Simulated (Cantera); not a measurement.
A freely propagating, adiabatic, planar premixed flame of C₂H₆ : O₂ : N₂ : H₂O = 1 : 2.69 : 10.1 : 0.4 (molar parts), unburnt at 398 K and 1.01 bar; mixture-averaged transport, grid criteria slope 0.08 and curve 0.16, no radiation.

Detailed kinetics in Cantera: GRI-Mech 3.0 (53 species, 325 reactions). Burning velocities carry a grid error of a few per cent, more on coarse grids.

**Question.** How do the results move with these cheaper or finer settings: unity-Lewis-number transport; multicomponent transport; multicomponent+Soret transport; grid criteria slope 0.5, curve 1; grid criteria slope 0.25, curve 0.5; grid criteria slope 0.03, curve 0.06?

**Answer.** 
```csv
setting,laminar burning velocity,thermal thickness,peak x(CO),peak x(HCO),grid points
as above,51.8 cm/s,0.398 mm,0.0819,4.71e-5,151
unity-Lewis-number transport,34.7 cm/s,0.526 mm,0.0750,3.25e-5,150
multicomponent transport,51.9 cm/s,0.404 mm,0.0821,4.71e-5,151
multicomponent+Soret transport,51.8 cm/s,0.400 mm,0.0820,4.79e-5,151
"grid criteria slope 0.5, curve 1",56.1 cm/s,0.437 mm,0.0831,4.54e-5,35
"grid criteria slope 0.25, curve 0.5",53.4 cm/s,0.413 mm,0.0823,4.66e-5,58
"grid criteria slope 0.03, curve 0.06",51.2 cm/s,0.394 mm,0.0817,4.73e-5,362
```
The base run took very roughly 11 core-seconds.
Unity Lewis numbers drop preferential diffusion, which matters most where H2 and H carry the flame; Soret adds thermal diffusion.
